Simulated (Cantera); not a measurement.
An adiabatic, constant-pressure homogeneous reactor starts with H2 : O2 : N2 = 1 : 1.47 : 5.53 (molar parts), at 1425 K and 1.00 bar.

Cantera simulation using GRI-Mech 3.0 (53 species, 325 reactions); the numbers are that mechanism's predictions, not measurements.

x: mole fraction; the columns are a selection and need not sum to one.

| t (s) | T (K) | x H2 | x O2 | x HO2 | x H | x NO |
|---|---|---|---|---|---|---|
| 8.00e-6 | 1425 | 0.125 | 0.184 | 1.55e-6 | 2.00e-5 | <1e-12 |
| 2.69e-5 | (withheld) | (withheld) | 0.118 | (withheld) | (withheld) | (withheld) |
| 9.05e-5 | 2076 | 0.00498 | 0.121 | 1.22e-5 | 0.00557 | 3.73e-5 |
| 0.000305 | 2233 | 0.00129 | 0.126 | 5.43e-6 | 0.000622 | 7.51e-5 |
| 0.00102 | 2263 | 0.000614 | 0.127 | 5.63e-6 | 0.000200 | 0.000133 |
| 0.00345 | 2262 | 0.000608 | 0.127 | 5.63e-6 | 0.000197 | 0.000298 |
| 0.0116 | 2261 | 0.000605 | 0.127 | 5.60e-6 | 0.000196 | 0.000842 |
| 0.0390 | 2258 | 0.000596 | 0.126 | 5.52e-6 | 0.000191 | 0.00252 |
| 0.131 | 2250 | 0.000574 | 0.124 | 5.33e-6 | 0.000180 | 0.00642 |
| 0.442 | 2244 | 0.000555 | 0.122 | 5.17e-6 | 0.000170 | 0.00992 |
| 1.49 | 2243 | 0.000554 | 0.122 | 5.15e-6 | 0.000169 | 0.0102 |
| 5.00 | 2243 | 0.000554 | 0.122 | 5.15e-6 | 0.000169 | 0.0102 |

Question: Some entries are withheld; supply them.

Answer: 
- 2.69e-5, T (K): 1690
- 2.69e-5, x H2: 0.0110
- 2.69e-5, x HO2: 3.71e-5
- 2.69e-5, x H: 0.0289
- 2.69e-5, x NO: 8.86e-6
